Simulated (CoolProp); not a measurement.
Values from CoolProp's reference Helmholtz-energy equation of state, Span 1996.

For carbon dioxide, give the phase and the Joule-Thomson coefficient (K/MPa), viscosity (µPa s), Prandtl number at 251.2 K and 101 kPa; 269.9 K and 101 kPa.


- 251.2 K and 101 kPa: gas; Joule-Thomson coefficient 17.2, viscosity 12.6, Prandtl number 0.776
- 269.9 K and 101 kPa: gas; Joule-Thomson coefficient 14.2, viscosity 13.6, Prandtl number 0.770

Viscosity comes from a separate model (Laesecke 2017). Thermal conductivity comes from a separate model (Huber 2016).
